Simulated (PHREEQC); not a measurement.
Dissolve 0.00027 mol HBr, 9.8e-06 mol NaCl and 0.0033 mol MgCl2 per kg of water at 25 °C. Closed to the air; pH follows from the charge balance.

The numbers come from PHREEQC with the Pitzer model, pitzer.dat.

```json
{
  "pH": "3.61",
  "ionic_strength": "0.0102 mol/kgw",
  "specific_conductance": "879 µS/cm",
  "osmotic_coefficient": "0.939",
  "total_alkalinity": "-0.270 meq/kg"
}
```

```tsv
species	molality	activity	log γ
Cl-	0.00661	0.00595	-0.046
Mg+2	0.00330	0.00221	-0.174
H+	0.000270	0.000244	-0.045
Br-	0.000270	0.000243	-0.045
Na+	9.80e-6	8.83e-6	-0.045
```

Precipitation was switched off in this run.
